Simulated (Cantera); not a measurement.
Feed: 1 mol SiHCl3, 85 mol N2, at 1273 K and 1.58 Torr.

These are equilibrium values from Cantera (NASA tables, ideal gas, pure condensed phases), not measurements of a reactor. Candidate condensed phases: NH4Cl, Si, Si3N4; 28 gas species. N2 is the only nitrogen source here; it is nearly inert below about 1500 K, so the nitride shown seldom forms there in practice. The tables' values for SiCl3 are old estimates; treat these amounts as uncertain. Rates play no part.

Base state: N2 0.981, HCl 0.0110, SiCl4 0.00356, SiCl2 0.00284, SiCl3 0.00124, H2 0.000265 (mole fractions); condensed: Si3N4(s).

Q: What changes in the equilibrium state with this change: temperature from 1273 K to 1975 K?

A: 
```json
[
 {"species": "N2", "before": "0.981", "after": "0.973"},
 {"species": "SiCl2", "before": "0.00284", "after": "0.0100"},
 {"species": "HCl", "before": "0.0110", "after": "0.00826"},
 {"species": "Cl", "before": "8.96e-6", "after": "0.00557"},
 {"species": "Si", "before": "<1e-9", "after": "0.00100"},
 {"species": "SiCl", "before": "4.53e-9", "after": "0.000385"},
 {"species": "SiCl4", "before": "0.00356", "after": "9.89e-8"},
 {"species": "Si3N4(s), mol", "before": "0.113", "after": "0"}
]
```
The tables' values for SiCl, SiCl3, SiN are old estimates; treat these amounts as uncertain.

Q: What changes in the equilibrium state with this change: pressure from 1.58 Torr to 750 Torr?

A: 
```json
[
 {"species": "N2", "before": "0.981", "after": "0.983"},
 {"species": "HCl", "before": "0.0110", "after": "0.0105"},
 {"species": "SiCl4", "before": "0.00356", "after": "0.00594"},
 {"species": "SiCl2", "before": "0.00284", "after": "2.15e-5"},
 {"species": "SiCl3", "before": "0.00124", "after": "0.000140"},
 {"species": "SiHCl3", "before": "3.42e-6", "after": "1.18e-5"},
 {"species": "H2", "before": "0.000265", "after": "0.000524"},
 {"species": "Si3N4(s), mol", "before": "0.113", "after": "0.158"}
]
```
